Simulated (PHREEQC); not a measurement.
A PHREEQC speciation (ion-association model, wateq4f.dat) at 30 °C gives pH 0.77 and these molalities:

```tsv
species	mol/kgw
H+	0.214
HSO4-	0.166
SO4-2	0.0239
Mn+2	0.000336
MnSO4	0.000124
Cu+2	2.14e-5
CuSO4	8.57e-6
```

**Question.** What are the element totals, and what could have been dissolved in 1 kg of water to give them?

**Answer.** One answer among several that fit: totals Cu(2) 3.00e-5, Mn(2) 0.000460, S(6) 0.191 mol/kgw, from 0.19 mol H2SO4, 3e-05 mol CuSO4 and 0.00046 mol MnSO4 per kg of water.

No solid was allowed to form.
